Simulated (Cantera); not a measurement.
Feed: 1 mol Ca(OH)2, 0.046 mol CO2, 0.9 mol H2, at 1525 °C and 1 atm.

Method: chemical equilibrium by Gibbs-energy minimisation in Cantera with the NASA 1993 tables (ideal gas, pure condensed phases). Candidate condensed phases: C, C6H6, C7H8, C8H18, Ca, CaCO3, CaO, Ca(OH)2, H2O; 115 gas species. Equilibrium is a limit: real reactors are often held back by kinetics, nucleation or transport.

What is the equilibrium state?


- x(H2O): 0.532
- x(H2): 0.444
- x(CO): 0.0180
- x(CO2): 0.00565
- x(H): 0.000233
- x(OH): 1.84e-5
- x(Ca(OH)2): 9.40e-6
- n(CaO(s)): 1.000 mol
- gas amount: 1.946 mol
- log10 activity of C(graphite) (absent): -5.36
- log10 activity of Ca(l) (absent): -8.65
